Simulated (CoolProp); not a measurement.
2000 sccm (0 °C, 1 atm) of nitrogen bubbles through liquid n-octane at 299.8 K and leaves saturated at a total pressure of 0.0613 MPa (ideal gas phase). Each further row changes one setting.

Computed with CoolProp (reference Helmholtz-energy equation of state, Beckmüller 2019).

```
case                      vapour pressure (kPa)  mole fraction of vapour  delivery (mg/min)  delivery (sccm)  change of delivery for a bath 1 K warmer (%)
------------------------  ---------------------  -----------------------  -----------------  ---------------  --------------------------------------------
as stated                                  2.05                   0.0335                353             69.4                                           5.9
bath temperature 304.8 K                   2.70                   0.0440                469             92.1                                           5.7
total pressure 0.123 MPa                   2.05                   0.0167                173             34.0                                           5.8
```
